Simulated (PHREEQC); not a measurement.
A solution holds 4.9 mmol/kgw NaF, 0.03 mmol/kgw (NH4)2SiF6 and 0.22 mmol/kgw (NH4)2SO4, at 25 °C. Closed to the air; pH follows from the charge balance.

Computed with PHREEQC (ion-association model, phreeqc.dat).

No solid was allowed to form.

Q: Predict the pH, specific conductance.

A: pH 4.83; specific conductance 559 µS/cm.

Q: In which forms is F present?

A: F- 98 %, HF 2.0 % of the F.

SiF6-2 is the database's only silicon fluoride.
